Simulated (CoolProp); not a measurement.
Vapour-liquid equilibrium of n-hexane (1) + p-xylene (2) at 0.23 bar; x and y are mole fractions of (1).

Values from CoolProp's multi-fluid Helmholtz-energy mixture model, Thol 2019 and Zhou 2012; pair parameters Bell 2016.

```json
[
 {"x": "0.05", "bubble temperature, mixture model (°C)": "78.9", "bubble temperature, Raoult's law (°C)": "81.3", "y, mixture model": "0.377", "y, Raoult's law": "0.322"},
 {"x": "0.125", "bubble temperature, mixture model (°C)": "66.8", "bubble temperature, Raoult's law (°C)": "70.8", "y, mixture model": "0.644", "y, Raoult's law": "0.587"},
 {"x": "0.2", "bubble temperature, mixture model (°C)": "58.6", "bubble temperature, Raoult's law (°C)": "62.8", "y, mixture model": "0.769", "y, Raoult's law": "0.730"},
 {"x": "0.275", "bubble temperature, mixture model (°C)": "52.7", "bubble temperature, Raoult's law (°C)": "56.6", "y, mixture model": "0.838", "y, Raoult's law": "0.814"},
 {"x": "0.35", "bubble temperature, mixture model (°C)": "48.1", "bubble temperature, Raoult's law (°C)": "51.5", "y, mixture model": "0.881", "y, Raoult's law": "0.868"},
 {"x": "0.425", "bubble temperature, mixture model (°C)": "44.5", "bubble temperature, Raoult's law (°C)": "47.3", "y, mixture model": "0.910", "y, Raoult's law": "0.905"},
 {"x": "0.5", "bubble temperature, mixture model (°C)": "41.4", "bubble temperature, Raoult's law (°C)": "43.6", "y, mixture model": "0.931", "y, Raoult's law": "0.931"},
 {"x": "0.575", "bubble temperature, mixture model (°C)": "38.8", "bubble temperature, Raoult's law (°C)": "40.5", "y, mixture model": "0.947", "y, Raoult's law": "0.950"},
 {"x": "0.65", "bubble temperature, mixture model (°C)": "36.6", "bubble temperature, Raoult's law (°C)": "37.7", "y, mixture model": "0.960", "y, Raoult's law": "0.964"},
 {"x": "0.725", "bubble temperature, mixture model (°C)": "34.5", "bubble temperature, Raoult's law (°C)": "35.3", "y, mixture model": "0.970", "y, Raoult's law": "0.975"},
 {"x": "0.8", "bubble temperature, mixture model (°C)": "32.6", "bubble temperature, Raoult's law (°C)": "33.1", "y, mixture model": "0.980", "y, Raoult's law": "0.984"},
 {"x": "0.875", "bubble temperature, mixture model (°C)": "30.9", "bubble temperature, Raoult's law (°C)": "31.0", "y, mixture model": "0.988", "y, Raoult's law": "0.991"},
 {"x": "0.95", "bubble temperature, mixture model (°C)": "29.2", "bubble temperature, Raoult's law (°C)": "29.2", "y, mixture model": "0.995", "y, Raoult's law": "0.997"}
]
```

The largest gap from Raoult's law is -4.2 K in bubble temperature, at x = 0.2. No azeotrope shows between x = 0.05 and 0.95.

The pair parameters rest on a limited set of measurements; away from them the model extrapolates.
